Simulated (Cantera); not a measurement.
A closed system holds: 1 mol Fe₂O₃, 65 mol H₂, 26 mol N₂, held at 1925 K and 0.0133 bar.

Cantera equilibrium calculation (NASA polynomials, part measured and part estimated; ideal gas, pure solids and liquids). Candidate condensed phases: Fe, FeO, Fe(OH)₂, Fe(OH)₃, Fe₂O₃, Fe₃O₄, H₂O; 27 gas species. Equilibrium is a limit: real reactors are often held back by kinetics, nucleation or transport.

Base state: H₂ 0.668, N₂ 0.281, H₂O 0.0324, Fe 0.0114, H 0.00677, OH 2.84e-5 (mole fractions); condensed: Fe(l).

Q: What changes in the equilibrium state with this change: pressure from 0.0133 bar to 0.133 bar?

A: 
| species | before | after |
|---|---|---|
| H₂ | 0.668 | 0.679 |
| N₂ | 0.281 | 0.285 |
| H₂O | 0.0324 | 0.0329 |
| Fe | 0.0114 | 0.00114 |
| H | 0.00677 | 0.00216 |
| OH | 2.84e-5 | 9.03e-6 |
| Fe(l), mol | 0.948 | 1.90 |

Q: What changes in the equilibrium state with this change: Fe₂O₃ replaced by Cu₂O?

A: 
```tsv
species	before	after
H₂	0.668	0.682
N₂	0.281	0.279
Cu	0	0.0214
H₂O	0.0324	0.0107
Fe	0.0114	0
OH	2.84e-5	9.27e-6
H	0.00677	0.00684
Fe(l), mol	0.948	0
```
Further candidate phases: Cu, CuO, Cu(OH)₂, Cu₂O.

Q: What changes in the equilibrium state with this change: pressure from 0.0133 bar to 0.100 bar?

A: 
```csv
species,before,after
H₂,0.668,0.678
N₂,0.281,0.285
H₂O,0.0324,0.0329
Fe,0.0114,0.00152
H,0.00677,0.00249
OH,2.84e-5,1.04e-5
"Fe(l), mol",0.948,1.86
```
